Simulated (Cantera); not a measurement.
Input: 1 mol borazine, 7 mol N2, at 1898 K and 0.0110 bar.

These are equilibrium values from Cantera (NASA tables, ideal gas, pure condensed phases), not measurements of a reactor. Candidate condensed phases: B, BN; 15 gas species. The feed counts by its element totals alone. Kinetics and transport are ignored.

Base state: N2 0.699, H2 0.297, H 0.00406 (mole fractions); condensed: BN(s).

### Question
What changes in the equilibrium state with this change: temperature from 1898 K to 1225 K?

### Answer
| species | before | after |
|---|---|---|
| N2 | 0.699 | 0.700 |
| H2 | 0.297 | 0.300 |
| H | 0.00406 | 1.63e-6 |
| BN(s), mol | 3.00 | 3.00 |

### Question
What changes in the equilibrium state with this change: temperature from 1898 K to 1850 K?

### Answer
```
species      before    after
----------  -------  -------
N2            0.699    0.699
H2            0.297    0.298
H           0.00406  0.00280
BN(s), mol     3.00     3.00
```
